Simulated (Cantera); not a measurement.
Input: 1 mol Ti, 7.5 mol H₂, equilibrated at 0.00250 bar.

Equilibrium computed with Cantera from the NASA thermochemical tables; the gas is ideal and each condensed phase is pure. Candidate condensed phases: Ti; 3 gas species. Equilibrium is a limit: real reactors are often held back by kinetics, nucleation or transport.

Task: At 1650 K, list the 3 most abundant gas species with their mole fractions, and the condensed phases.

Result: H₂ 0.998, H 0.00182, Ti 1.22e-5. Condensed: Ti(β).
